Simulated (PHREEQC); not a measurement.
# Reverse-osmosis permeate (model solution)

Synthetic water in mmol/kgw, 20 °C, pH 6.49, pe 8: Na 0.606; K 1.05e-05; Ca 0.0967; Mg 0.0219; Cl 0.156; S(6) 0.11; Alkalinity (meq/kgw) 0.461; F 0.00516; N(5) 0.000548; O(0) (counted as O atoms) 0.000559; Cd 0.00147.

Valence states are taken as typed.

Computed with PHREEQC (ion-association model, phreeqc.dat).

This is a speciation only: nothing precipitates in the calculation.

What charge-balance error does the model give?

charge-balance error 0.2 %.

In which forms is S present?

SO4-2 98 %, CaSO4 1.2 % of the S.

Complexes and solids missing from the database can't appear.
